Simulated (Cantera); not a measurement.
Standard-state values (1 bar) from the NASA 1993 polynomials, evaluated with Cantera. Values are per mole of reaction as written; species without (g) are pure solids or liquids, kept so even where they would boil at 1 bar.

2 NH3(g) + 4 V2O5 → 3 H2(g) + 4 V2O4 + 2 NO2(g)

```json
[
 {"T (K)": "600", "ΔH° (kJ)": "696.6", "ΔS° (J/K)": "501.0", "ΔG° (kJ)": "396.0", "log10 K": "-34.48", "condensed phases": "V2O5(s), V2O4(s)"},
 {"T (K)": "650", "ΔH° (kJ)": "697.1", "ΔS° (J/K)": "501.7", "ΔG° (kJ)": "371.0", "log10 K": "-29.81", "condensed phases": "V2O5(s), V2O4(s)"},
 {"T (K)": "700", "ΔH° (kJ)": "697.4", "ΔS° (J/K)": "502.2", "ΔG° (kJ)": "345.9", "log10 K": "-25.81", "condensed phases": "V2O5(s), V2O4(s)"},
 {"T (K)": "750", "ΔH° (kJ)": "697.6", "ΔS° (J/K)": "502.5", "ΔG° (kJ)": "320.8", "log10 K": "-22.34", "condensed phases": "V2O5(s), V2O4(s)"},
 {"T (K)": "800", "ΔH° (kJ)": "[?]", "ΔS° (J/K)": "[?]", "ΔG° (kJ)": "[?]", "log10 K": "[?]", "condensed phases": "V2O5(s), V2O4(s)"},
 {"T (K)": "850", "ΔH° (kJ)": "[?]", "ΔS° (J/K)": "[?]", "ΔG° (kJ)": "[?]", "log10 K": "[?]", "condensed phases": "V2O5(s), V2O4(s)"},
 {"T (K)": "900", "ΔH° (kJ)": "697.5", "ΔS° (J/K)": "502.4", "ΔG° (kJ)": "245.4", "log10 K": "-14.24", "condensed phases": "V2O5(s), V2O4(s)"},
 {"T (K)": "950", "ΔH° (kJ)": "[?]", "ΔS° (J/K)": "[?]", "ΔG° (kJ)": "[?]", "log10 K": "[?]", "condensed phases": "V2O5(l), V2O4(s)"},
 {"T (K)": "1000", "ΔH° (kJ)": "437.0", "ΔS° (J/K)": "226.2", "ΔG° (kJ)": "210.8", "log10 K": "-11.01", "condensed phases": "V2O5(l), V2O4(s)"},
 {"T (K)": "1050", "ΔH° (kJ)": "435.3", "ΔS° (J/K)": "224.5", "ΔG° (kJ)": "199.6", "log10 K": "-9.93", "condensed phases": "V2O5(l), V2O4(s)"},
 {"T (K)": "1100", "ΔH° (kJ)": "[?]", "ΔS° (J/K)": "[?]", "ΔG° (kJ)": "[?]", "log10 K": "[?]", "condensed phases": "V2O5(l), V2O4(s)"}
]
```

Some entries are withheld; supply them.


- 800, ΔH° (kJ): 697.7
- 800, ΔS° (J/K): 502.6
- 800, ΔG° (kJ): 295.6
- 800, log10 K: -19.30
- 850, ΔH° (kJ): 697.6
- 850, ΔS° (J/K): 502.5
- 850, ΔG° (kJ): 270.5
- 850, log10 K: -16.62
- 950, ΔH° (kJ): 438.9
- 950, ΔS° (J/K): 228.1
- 950, ΔG° (kJ): 222.2
- 950, log10 K: -12.22
- 1100, ΔH° (kJ): 433.8
- 1100, ΔS° (J/K): 223.1
- 1100, ΔG° (kJ): 188.4
- 1100, log10 K: -8.94
